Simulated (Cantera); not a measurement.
A perfectly stirred reactor is fed with 27.8 % C₂H₆, 72.2 % N₂, at 0.306 atm; it is held at 1548 K, and followed from long to short residence time.

Computed with Cantera and GRI-Mech 3.0 (53 species, 325 reactions). GRI-Mech 3.0 stops at C3 and has no aromatics, soot or wall deposition, so with more carbon than oxygen in the feed, carbon stays in small species such as C2H2 where larger ones or solid carbon would form.

Predict: x(C₂H₆) at τ = 20.0 s; x(HCN) at τ = 20.0 s; x(CH₃) at τ = 20.0 s; x(CH₄) at τ = 20.0 s; x(H) at τ = 20.0 s; x(C₂H₆) at τ = 71.0 ms; x(HCN) at τ = 71.0 ms; x(CH₃) at τ = 71.0 ms; x(CH₄) at τ = 71.0 ms; x(H) at τ = 71.0 ms.


```json
{
  "x(C₂H₆) at τ = 20.0 s": "1.04e-5",
  "x(HCN) at τ = 20.0 s": "1.65e-7",
  "x(CH₃) at τ = 20.0 s": "4.98e-5",
  "x(CH₄) at τ = 20.0 s": "0.0232",
  "x(H) at τ = 20.0 s": "3.48e-5",
  "x(C₂H₆) at τ = 71.0 ms": "0.000958",
  "x(HCN) at τ = 71.0 ms": "6.18e-8",
  "x(CH₃) at τ = 71.0 ms": "0.000440",
  "x(CH₄) at τ = 71.0 ms": "0.0611",
  "x(H) at τ = 71.0 ms": "9.84e-5"
}
```
